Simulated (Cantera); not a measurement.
Feed: 1 mol SiO2, 2400 mol H2, 3.9 mol H2O, held at 900 K and 230000 Pa.

Cantera equilibrium calculation (NASA polynomials, part measured and part estimated; ideal gas, pure solids and liquids). Candidate condensed phases: H2O, Si, SiO2; 18 gas species. Kinetics and transport are ignored.

Base state: H2 0.998, H2O 0.00162 (mole fractions); condensed: SiO2(β-quartz).

Problem. What changes in the equilibrium state with this change: temperature from 900 K to 1775 K?

Solution. 
```
species                before     after
--------------------  -------  --------
H2                      0.998     0.998
H2O                   0.00162   0.00192
SiO                     <1e-9  0.000302
H                       <1e-9  0.000191
SiO2(β-quartz), mol      1.00         0
SiO2(condensed), mol        0     0.275
```
The tables hold silica as quartz up to 1696 K and as liquid above; real silica turns to tridymite and cristobalite and melts near 1996 K.
